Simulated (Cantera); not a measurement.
What does this Cantera script print?

```python
import numpy as np
import cantera as ct

gas_names = """
    H H2 N NH NH2 NH3 N2 N2H2 N2H4 Si SiH SiH2 SiH3 SiH4 SiN Si2 Si2N Si3
""".split()
cond_names = """
    Si(cr) Si(L) Si3N4(a)
""".split()


# ... load() reads the species with a 1 bar reference pressure and builds the phases ...
atoms = {
    'Si3N4': {'Si': 3, 'N': 4},
    'Si': {'Si': 1},
    'H2': {'H': 2},
}
top_T = {'Si3N4(a)': 2400}  # K; cautious upper limits of use, not melting points


# ... equilibrate(T, P, feed) seeds the gas with the atoms and calls Mixture.equilibrate('TP', solver="vcs", rtol=1e-11, max_steps=5000) ...
results = []
feed = {'Si3N4': 1, 'Si': 0.0032, 'H2': 2.4}  # mol
T = 2473  # K
P = 20  # Pa
mix = equilibrate(T, P, feed)
results.append((T, P, feed, dict(zip(mix.species_names, mix.species_moles))))
x = sorted(zip(gas.X, gas.species_names), reverse=True)
print(f"T = {T:g} K  P = {P:g} Pa  gas = {mix.phase_moles(0):.4g} mol")
print("   x: " + "  ".join(f"{s} {v:.3e}" for v, s in x if v > 0.0001))
print("   condensed (mol): " + ("  ".join(f"{mix.phase(i).name} {mix.phase_moles(i):.4g}"
      for i in range(1, mix.n_phases) if mix.phase_moles(i) > 1e-12) or "none"))
```

It prints:

```
T = 2473 K  P = 20 Pa  gas = 9.22 mol
   x: H 3.949e-01  Si 3.249e-01  N2 2.168e-01  H2 6.272e-02  SiH 3.169e-04  SiN 2.245e-04  Si2 1.399e-04
   condensed (mol): none
```

Equilibrium computed with Cantera from the NASA thermochemical tables; the gas is ideal and each condensed phase is pure. The tables' values for SiN are old estimates; treat these amounts as uncertain.
